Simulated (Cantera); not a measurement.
Input: 1 mol SiO2, 0.85 mol SiCl4, 5.9 mol H2, held at 12.0 Pa.

Method: chemical equilibrium by Gibbs-energy minimisation in Cantera with the NASA 1993 tables (ideal gas, pure condensed phases). Candidate condensed phases: H2O, Si, SiO2; 30 gas species. Mutual solubility and eutectic melting of coexisting phases are not modelled. The tables hold silica as quartz up to 1696 K and as liquid above; real silica turns to tridymite and cristobalite and melts near 1996 K. The numbers say what is thermodynamically allowed, not how fast it happens.

Question: Which condensed phases are stable at each of these points (T (°C)): 452, 552, 652, 752, 852, 952, 1052, 1152, 1252, 1352, 1452?

Answer: 
```tsv
T (°C)	condensed phases	Si condensed (%)
452	SiO2(α-quartz)	54.1
552	Si(s) + SiO2(α-quartz)	55.0
652	Si(s) + SiO2(β-quartz)	57.2
752	Si(s) + SiO2(β-quartz)	57.9
852	SiO2(β-quartz)	54.0
952	SiO2(β-quartz)	52.7
1052	SiO2(β-quartz)	41.9
1152	SiO2(β-quartz)	16.5
1252	SiO2(β-quartz)	8.4
1352	SiO2(β-quartz)	7.6
1452	SiO2(condensed)	3.5
```

At 452 °C the condensed part is SiO2(α-quartz). At 552 °C the condensed part is Si(s) + SiO2(α-quartz). From 652 °C to 752 °C the condensed part is Si(s) + SiO2(β-quartz). From 852 °C to 1352 °C the condensed part is SiO2(β-quartz). At 1452 °C the condensed part is SiO2(condensed).
